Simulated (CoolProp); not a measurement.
The fluid at 293.15 K and 0.27 MPa expands adiabatically to 0.0249 MPa with isentropic efficiency 0.8. The same conditions are run with several fluids, on thermodynamics alone (safety and materials aside).

Values from CoolProp's reference Helmholtz-energy equation of state of each fluid (ammonia: Gao 2020; fluorine: de Reuck 1990; R13: Platzer 1990; hydrogen chloride: Thol 2018; ethane: Bücker 2006). The equations of Platzer and Polt are older, rougher fits.

### Question
Rank ammonia, fluorine, R13, hydrogen chloride, ethane by work (kJ/kg), highest first.

### Answer
ammonia (214), ethane (124), hydrogen chloride (91.7), fluorine (89.6), R13 (37.4)

```
fluid              final temperature (K)                       final phase  final density (kg/m³)
-----------------  ---------------------  --------------------------------  ---------------------
ammonia                            215.2  two-phase, vapour fraction 0.953                  0.252
fluorine                           180.2                               gas                  0.632
R13                                227.0                               gas                   1.39
hydrogen chloride                  175.4                               gas                  0.628
ethane                             211.3                               gas                  0.428
```
